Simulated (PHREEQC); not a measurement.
1 kg of water holding 5.9 mmol/kgw NaCl, 120 mmol/kgw K2SO4 and 11 mmol/kgw Na2SO4 is evaporated at 25 °C; the solids stay in contact with the brine. CO2 from the air is kept out. Solids allowed: Arcanite, Glaserite, Halite, Mirabilite, Misenite, Sylvite, Thenardite. Others were left out.

Model: Pitzer model, pitzer.dat, run in PHREEQC.

```csv
water left (kg),ionic strength,water activity,Arcanite (mol),Glaserite (mol),Cl in solution (mol/kgw),Na in solution (mol/kgw),S in solution (mol/kgw)
1,0.399,0.994,0,0,0.00590,0.0279,0.131
0.6755,0.591,0.992,0,0,0.00873,0.0413,0.194
0.4563,0.874,0.989,0,0,0.0129,0.0611,0.287
0.375,1.06,0.986,0,0,0.0157,0.0744,0.349
0.2533,1.57,0.981,0,0,0.0233,0.110,0.517
0.1711,2.17,0.974,0.00899,0,0.0345,0.163,0.713
0.1156,2.30,0.972,0.0443,0,0.0510,0.241,0.750
0.07809,2.49,0.970,0.0681,0,0.0756,0.357,0.805
0.06418,2.62,0.968,0.0770,0,0.0919,0.435,0.841
0.04335,2.95,0.964,0.0903,0,0.136,0.644,0.938
0.0293,3.44,0.958,0.0994,0,0.201,0.952,1.08
0.01979,3.87,0.951,0.101,0.00342,0.298,1.24,1.19
0.01337,3.82,0.949,0.0933,0.0113,0.441,1.24,1.13
0.01099,3.79,0.947,0.0906,0.0143,0.537,1.24,1.09
0.007426,3.74,0.942,0.0865,0.0186,0.794,1.25,0.981
0.005012,3.71,0.933,0.0839,0.0215,1.18,1.29,0.845
```

Arcanite from water left = 0.1711 kg; Glaserite from water left = 0.01979 kg.
